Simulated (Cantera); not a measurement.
Input (Python, Cantera) and output of one run.

```python
import numpy as np
import cantera as ct

gas_names = """
    Fe H H2 H2S S SH S2 S8
""".split()
cond_names = """
    Fe(a) Fe(c) Fe(d) Fe(L) FeS(a) FeS(b) FeS(c) FeS(L) FeS2(s) S(cr1) S(cr2) S(L)
""".split()


# ... load() reads the species with a 1 bar reference pressure and builds the phases ...
atoms = {
    'FeS2': {'Fe': 1, 'S': 2},
    'H2': {'H': 2},
}
top_T = {'FeS2(s)': 1010}  # K; cautious upper limits of use, not melting points


# ... equilibrate(T, P, feed) seeds the gas with the atoms and calls Mixture.equilibrate('TP', solver="vcs", rtol=1e-11, max_steps=5000) ...
results = []
T = 2125  # K
P = 4900  # Pa
for m in [29, 38, 50, 66, 86, 110, 150, 190, 250, 330, 430, 570]:
    feed = {'FeS2': 1, 'H2': m}  # mol
    mix = equilibrate(T, P, feed)
    results.append((T, P, feed, dict(zip(mix.species_names, mix.species_moles))))
    x = sorted(zip(gas.X, gas.species_names), reverse=True)
    print(f"T = {T:g} K  P = {P:g} Pa  n(H2) = {m:g} mol  gas = {mix.phase_moles(0):.4g} mol")
    print("   x: " + "  ".join(f"{s} {v:.3e}" for v, s in x if v > 1e-05))
    print("   condensed (mol): " + ("  ".join(f"{mix.phase(i).name} {mix.phase_moles(i):.4g}"
          for i in range(1, mix.n_phases) if mix.phase_moles(i) > 1e-12) or "none"))
```

Output:

```
T = 2125 K  P = 4900 Pa  n(H2) = 29 mol  gas = 30.99 mol
   x: H2 9.104e-01  Fe 2.775e-02  S2 1.833e-02  H 1.565e-02  SH 1.199e-02  H2S 1.169e-02  S 4.205e-03
   condensed (mol): Fe(L) 0.1402
T = 2125 K  P = 4900 Pa  n(H2) = 38 mol  gas = 40.19 mol
   x: H2 9.226e-01  Fe 2.488e-02  H 1.576e-02  S2 1.303e-02  SH 1.017e-02  H2S 9.992e-03  S 3.545e-03
   condensed (mol): none
T = 2125 K  P = 4900 Pa  n(H2) = 50 mol  gas = 52.27 mol
   x: H2 9.359e-01  Fe 1.913e-02  H 1.587e-02  S2 9.121e-03  SH 8.574e-03  H2S 8.481e-03  S 2.966e-03
   condensed (mol): none
T = 2125 K  P = 4900 Pa  n(H2) = 66 mol  gas = 68.39 mol
   x: H2 9.464e-01  H 1.596e-02  Fe 1.462e-02  SH 7.147e-03  H2S 7.109e-03  S2 6.266e-03  S 2.458e-03
   condensed (mol): none
T = 2125 K  P = 4900 Pa  n(H2) = 86 mol  gas = 88.54 mol
   x: H2 9.544e-01  H 1.603e-02  Fe 1.129e-02  SH 5.958e-03  H2S 5.952e-03  S2 4.319e-03  S 2.041e-03
   condensed (mol): none
T = 2125 K  P = 4900 Pa  n(H2) = 110 mol  gas = 112.7 mol
   x: H2 9.603e-01  H 1.608e-02  Fe 8.872e-03  H2S 5.006e-03  SH 4.996e-03  S2 3.018e-03  S 1.706e-03
   condensed (mol): none
T = 2125 K  P = 4900 Pa  n(H2) = 150 mol  gas = 153 mol
   x: H2 9.662e-01  H 1.612e-02  Fe 6.535e-03  H2S 3.983e-03  SH 3.963e-03  S2 1.887e-03  S 1.349e-03
   condensed (mol): none
T = 2125 K  P = 4900 Pa  n(H2) = 190 mol  gas = 193.3 mol
   x: H2 9.696e-01  H 1.615e-02  Fe 5.172e-03  H2S 3.320e-03  SH 3.298e-03  S2 1.302e-03  S 1.121e-03
   condensed (mol): none
T = 2125 K  P = 4900 Pa  n(H2) = 250 mol  gas = 253.8 mol
   x: H2 9.728e-01  H 1.618e-02  Fe 3.940e-03  H2S 2.667e-03  SH 2.645e-03  S 8.974e-04  S2 8.349e-04
   condensed (mol): none
T = 2125 K  P = 4900 Pa  n(H2) = 330 mol  gas = 334.5 mol
   x: H2 9.754e-01  H 1.620e-02  Fe 2.990e-03  H2S 2.120e-03  SH 2.099e-03  S 7.114e-04  S2 5.246e-04
   condensed (mol): none
T = 2125 K  P = 4900 Pa  n(H2) = 430 mol  gas = 435.3 mol
   x: H2 9.772e-01  H 1.622e-02  Fe 2.297e-03  H2S 1.691e-03  SH 1.673e-03  S 5.663e-04  S2 3.325e-04
   condensed (mol): none
T = 2125 K  P = 4900 Pa  n(H2) = 570 mol  gas = 576.4 mol
   x: H2 9.788e-01  H 1.623e-02  Fe 1.735e-03  H2S 1.320e-03  SH 1.305e-03  S 4.413e-04  S2 2.019e-04
   condensed (mol): none
```

Method: chemical equilibrium by Gibbs-energy minimisation in Cantera with the NASA 1993 tables (ideal gas, pure condensed phases).
